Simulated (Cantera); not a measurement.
A Cantera script and what it prints.

```python
import numpy as np
import cantera as ct

gas_names = [...]  # 114 gases of nasa_gas.yaml made of C, Fe, H, O
cond_names = """
    C(gr) C6H6(L) C7H8(L) C8H18(L),n-octa Fe(a) Fe(c) Fe(d) Fe(L) FeC5O5(L) FeO(s) FeO(L) Fe(OH)2(s)
    Fe(OH)3(s) Fe2O3(s) Fe3O4(s) H2O(s) H2O(L)
""".split()


# ... load() reads the species with a 1 bar reference pressure and builds the phases ...
atoms = {
    'Fe': {'Fe': 1},
    'H2O': {'H': 2, 'O': 1},
    'CO': {'C': 1, 'O': 1},
}
top_T = {'C(gr)': 4500, 'Fe2O3(s)': 1830, 'Fe3O4(s)': 1870}  # K; cautious upper limits of use, not melting points


# ... equilibrate(T, P, feed) seeds the gas with the atoms and calls Mixture.equilibrate('TP', solver="vcs", rtol=1e-11, max_steps=5000) ...
results = []
feed = {'Fe': 1, 'H2O': 1.1, 'CO': 12}  # mol
for P in [10, 48, 230, 1100, 5500, 26000, 130000, 620000, 3000000]:
    for T in [1100, 1150, 1200, 1250, 1300, 1350, 1400, 1450, 1500, 1550, 1600, 1650, 1700]:
        mix = equilibrate(T, P, feed)
        results.append((T, P, feed, dict(zip(mix.species_names, mix.species_moles))))

for T, P, feed, n in results:
    print(f"{T:7g} {P:10.4g}  " + (" + ".join(c for c in cond_names if n.get(c, 0) > 1e-12) or "gas only"))
```

It prints:

```
   1100         10  Fe(a)
   1150         10  Fe(a)
   1200         10  Fe(c)
   1250         10  Fe(c)
   1300         10  Fe(c)
   1350         10  Fe(c)
   1400         10  Fe(c)
   1450         10  Fe(c)
   1500         10  Fe(c)
   1550         10  Fe(c)
   1600         10  Fe(c)
   1650         10  Fe(c)
   1700         10  Fe(d)
   1100         48  Fe(a)
   1150         48  Fe(a)
   1200         48  Fe(c)
   1250         48  Fe(c)
   1300         48  Fe(c)
   1350         48  Fe(c)
   1400         48  Fe(c)
   1450         48  Fe(c)
   1500         48  Fe(c)
   1550         48  Fe(c)
   1600         48  Fe(c)
   1650         48  Fe(c)
   1700         48  Fe(d)
   1100        230  Fe(a)
   1150        230  Fe(a)
   1200        230  Fe(c)
   1250        230  Fe(c)
   1300        230  Fe(c)
   1350        230  Fe(c)
   1400        230  Fe(c)
   1450        230  Fe(c)
   1500        230  Fe(c)
   1550        230  Fe(c)
   1600        230  Fe(c)
   1650        230  Fe(c)
   1700        230  Fe(d)
   1100       1100  Fe(a)
   1150       1100  Fe(a)
   1200       1100  Fe(c)
   1250       1100  Fe(c)
   1300       1100  Fe(c)
   1350       1100  Fe(c)
   1400       1100  Fe(c)
   1450       1100  Fe(c)
   1500       1100  Fe(c)
   1550       1100  Fe(c)
   1600       1100  Fe(c)
   1650       1100  Fe(c)
   1700       1100  Fe(d)
   1100       5500  Fe(a)
   1150       5500  Fe(a)
   1200       5500  Fe(c)
   1250       5500  Fe(c)
   1300       5500  Fe(c)
   1350       5500  Fe(c)
   1400       5500  Fe(c)
   1450       5500  Fe(c)
   1500       5500  Fe(c)
   1550       5500  Fe(c)
   1600       5500  Fe(c)
   1650       5500  Fe(c)
   1700       5500  Fe(d)
   1100    2.6e+04  Fe(a)
   1150    2.6e+04  Fe(a)
   1200    2.6e+04  Fe(c)
   1250    2.6e+04  Fe(c)
   1300    2.6e+04  Fe(c)
   1350    2.6e+04  Fe(c)
   1400    2.6e+04  Fe(c)
   1450    2.6e+04  Fe(c)
   1500    2.6e+04  Fe(c)
   1550    2.6e+04  Fe(c)
   1600    2.6e+04  Fe(c)
   1650    2.6e+04  Fe(c)
   1700    2.6e+04  Fe(d)
   1100    1.3e+05  C(gr) + Fe(a)
   1150    1.3e+05  Fe(a)
   1200    1.3e+05  Fe(c)
   1250    1.3e+05  Fe(c)
   1300    1.3e+05  Fe(c)
   1350    1.3e+05  Fe(c)
   1400    1.3e+05  Fe(c)
   1450    1.3e+05  Fe(c)
   1500    1.3e+05  Fe(c)
   1550    1.3e+05  Fe(c)
   1600    1.3e+05  Fe(c)
   1650    1.3e+05  Fe(c)
   1700    1.3e+05  Fe(d)
   1100    6.2e+05  C(gr) + FeO(s)
   1150    6.2e+05  C(gr) + Fe(a)
   1200    6.2e+05  C(gr) + Fe(c)
   1250    6.2e+05  Fe(c)
   1300    6.2e+05  Fe(c)
   1350    6.2e+05  Fe(c)
   1400    6.2e+05  Fe(c)
   1450    6.2e+05  Fe(c)
   1500    6.2e+05  Fe(c)
   1550    6.2e+05  Fe(c)
   1600    6.2e+05  Fe(c)
   1650    6.2e+05  Fe(c)
   1700    6.2e+05  Fe(d)
   1100      3e+06  C(gr) + FeO(s)
   1150      3e+06  C(gr) + FeO(s)
   1200      3e+06  C(gr) + FeO(s)
   1250      3e+06  C(gr) + FeO(s)
   1300      3e+06  C(gr) + Fe(c)
   1350      3e+06  Fe(c)
   1400      3e+06  Fe(c)
   1450      3e+06  Fe(c)
   1500      3e+06  Fe(c)
   1550      3e+06  Fe(c)
   1600      3e+06  Fe(c)
   1650      3e+06  Fe(c)
   1700      3e+06  Fe(d)
```

Equilibrium computed with Cantera from the NASA thermochemical tables; the gas is ideal and each condensed phase is pure. The tables' stoichiometric FeO is somewhat more stable than real wüstite, so its field is too wide. FeO: taken at fixed stoichiometry. Condensed phases not in the tables: cementite and carbon dissolved in iron.
